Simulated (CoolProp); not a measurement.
Dodecamethylpentasiloxane (MD3M) at several states: Z from the reference equation and from simpler models built on Tc = 354.9 °C, pc = 9.540 bar, ω = 0.730; each cubic takes its own stable root.

Model: reference Helmholtz-energy equation of state, Thol 2019, in CoolProp.

| T (°C) | p (bar) | phase | reference |
|---|---|---|---|
| 309.05 | 14 | liquid | 0.2013 |
| 219.75 | 5.2 | liquid | 0.07292 |
| 140.95 | 0.296 | liquid | 0.004381 |

How far does each simpler model (van der Waals, Redlich-Kwong, Soave-Redlich-Kwong, Peng-Robinson) lie from the reference over these 3 states: mean and median of the absolute difference, and the worst?


- van der Waals: mean 7433.7 %, median 78.7 %, worst +22159.8 % at 140.95 °C and 0.296 bar
- Redlich-Kwong: mean 7329.7 %, median 25.9 %, worst +21938.3 % at 140.95 °C and 0.296 bar
- Soave-Redlich-Kwong: mean 13.7 %, median 13.3 %, worst +15.5 % at 309.05 °C and 14 bar
- Peng-Robinson: mean 1.2 %, median 0.5 %, worst +2.6 % at 309.05 °C and 14 bar

At some of these states van der Waals, Redlich-Kwong gives the other phase, because its saturation line lies elsewhere.
